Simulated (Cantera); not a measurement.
A freely propagating, adiabatic, planar premixed flame of H2 : O2 : N2 = 1 : 0.385 : 1.58 (molar parts), unburnt at 425 K and 760 Torr; mixture-averaged transport, grid criteria slope 0.08 and curve 0.16, no radiation.

Detailed kinetics in Cantera: the H2/O2 subset of GRI-Mech 3.0, which has no nitrogen chemistry. Burning velocities carry a grid error of a few per cent, more on coarse grids.

**Question.** Predict: laminar burning velocity; thermal thickness; peak x(H); peak x(O); peak x(OH).

**Answer.** 
| Property | Result |
|---|---|
| laminar burning velocity | 452 cm/s |
| thermal thickness | 0.395 mm |
| peak x(H) | 0.0659 |
| peak x(O) | 0.00733 |
| peak x(OH) | 0.0113 |
